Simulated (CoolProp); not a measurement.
Ethylene along the isobar 910 kPa: fugacity coefficient from the reference equation and from simpler models built on Tc = 9.2 °C, pc = 5042 kPa, ω = 0.087; each cubic takes its own stable root.

The numbers come from the reference Helmholtz-energy equation of state, Smukala 2000 in CoolProp.

```json
[
 {"T (°C)": "-23.35", "phase": "gas", "reference": "0.9124", "van der Waals": "0.9284", "Peng-Robinson": "0.9057"},
 {"T (°C)": "-17.55", "phase": "gas", "reference": "0.9183", "van der Waals": "0.9322", "Peng-Robinson": "0.9114"},
 {"T (°C)": "-11.65", "phase": "gas", "reference": "0.9238", "van der Waals": "0.9358", "Peng-Robinson": "0.9168"},
 {"T (°C)": "-5.85", "phase": "gas", "reference": "0.9287", "van der Waals": "0.9391", "Peng-Robinson": "0.9216"},
 {"T (°C)": "0.05", "phase": "gas", "reference": "0.9333", "van der Waals": "0.9422", "Peng-Robinson": "0.9262"},
 {"T (°C)": "5.85", "phase": "gas", "reference": "0.9375", "van der Waals": "0.9451", "Peng-Robinson": "0.9304"},
 {"T (°C)": "11.75", "phase": "gas", "reference": "0.9414", "van der Waals": "0.9478", "Peng-Robinson": "0.9344"},
 {"T (°C)": "17.55", "phase": "gas", "reference": "0.9449", "van der Waals": "0.9503", "Peng-Robinson": "0.9380"},
 {"T (°C)": "23.45", "phase": "gas", "reference": "0.9482", "van der Waals": "0.9527", "Peng-Robinson": "0.9415"},
 {"T (°C)": "29.25", "phase": "gas", "reference": "0.9513", "van der Waals": "0.9549", "Peng-Robinson": "0.9447"},
 {"T (°C)": "35.05", "phase": "gas", "reference": "0.9541", "van der Waals": "0.9570", "Peng-Robinson": "0.9476"},
 {"T (°C)": "40.95", "phase": "gas", "reference": "0.9567", "van der Waals": "0.9589", "Peng-Robinson": "0.9504"},
 {"T (°C)": "46.75", "phase": "gas", "reference": "0.9592", "van der Waals": "0.9608", "Peng-Robinson": "0.9530"},
 {"T (°C)": "52.65", "phase": "gas", "reference": "0.9615", "van der Waals": "0.9625", "Peng-Robinson": "0.9555"},
 {"T (°C)": "58.45", "phase": "gas", "reference": "0.9636", "van der Waals": "0.9642", "Peng-Robinson": "0.9578"}
]
```
